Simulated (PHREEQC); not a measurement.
Synthetic water in mg/L, 90 °C, pH 3.88, pe 10.3:

```csv
constituent,mg/L
Na,1630
K,15.1
Ca,30.6
Mg,138
Cl,592
S(6) as SO4,3220
Fe(3),26.8
Cu(2),0.899
F,5.7
Si as SiO2,4.7
Mn(2),59.3
```

Valence states are taken as typed.

Model: ion-association model, phreeqc.dat, run in PHREEQC.

The ionic strength is 0.0983 mol/kgw and the specific conductance comes out as 19000 µS/cm. The density comes out as 0.970 g/cm³ and the total alkalinity is -1.13 meq/kg. The charge-balance error is 2.8 %.

```csv
species,molality,activity,log γ
Na+,0.0676,0.0513,-0.120
SO4-2,0.0241,0.00794,-0.483
Cl-,0.0168,0.0124,-0.131
MgSO4,0.00411,0.00421,0.010
NaSO4-,0.00374,0.00286,-0.116
Mg+2,0.00159,0.000572,-0.443
HSO4-,0.000739,0.000557,-0.122
MnSO4,0.000620,0.000634,0.010
```

No solid was allowed to form. Saturation is exceeded, for instance for Jarosite-K, Hematite (slow to form); the values hold only as long as no solid forms. Away from 25 °C the constants follow the database's enthalpies or fits; those with neither stay at their 25 °C values. SiF6-2 is the database's only silicon fluoride. Fluoro complexes past AlF4- and FeF3 are missing from the database.
